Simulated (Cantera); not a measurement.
Input: 1 mol SiC, 0.026 mol CO2, 2.5 mol H2, at 0.150 Pa.

Cantera equilibrium calculation (NASA polynomials, part measured and part estimated; ideal gas, pure solids and liquids). Candidate condensed phases: C, C6H6, C7H8, C8H18, H2O, Si, SiC, SiO2; 123 gas species. Rates play no part. All values below are at 1425 °C.

Base state: H2 0.862, H 0.110, CO 0.0189, Si 0.00924, SiO 0.000159, Si2C 5.51e-5, SiC2 3.46e-5, C2H2 (acetylene) 3.01e-5 (mole fractions); condensed: SiC(s).

Task: What changes in the equilibrium state with this change: CO2 from 0.026 to 0.48 mol?

Result: 
```tsv
species	before	after
H2	0.862	0.611
CO	0.0189	0.212
H	0.110	0.0923
SiO	0.000159	0.0408
Si	0.00924	0.0442
C2H2 (acetylene)	3.01e-5	9.29e-7
Si2	8.49e-7	1.95e-5
SiC(s), mol	0.974	0.674
```
